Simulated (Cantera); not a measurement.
An isothermal, constant-pressure homogeneous reactor starts with 33.3 % C₃H₈, 66.7 % H₂, at 1650 K and 25000 Pa.

Detailed kinetics in Cantera: GRI-Mech 3.0 (53 species, 325 reactions). GRI-Mech 3.0 was tuned for natural gas; its chemistry of propane as a main component is partial and can be far from experiment. GRI-Mech 3.0 stops at C3 and has no aromatics, soot or wall deposition, so with more carbon than oxygen in the feed, carbon stays in small species such as C2H2 where larger ones or solid carbon would form.

One state of this run: x C₃H₈ = 5.51e-10; x H₂ = 0.738; x CH₄ = 0.0153; x CH₃ = 6.59e-5; x C₂H₂ = 0.244; x C₂H = 2.27e-7; x H = 0.000157. x: mole fraction; the columns are a selection and need not sum to one.

### Question
Which value of t (s) does it belong to?
A) 0.0283
B) 0.173
C) 1.06
D) 6.52

### Answer
D, 6.52
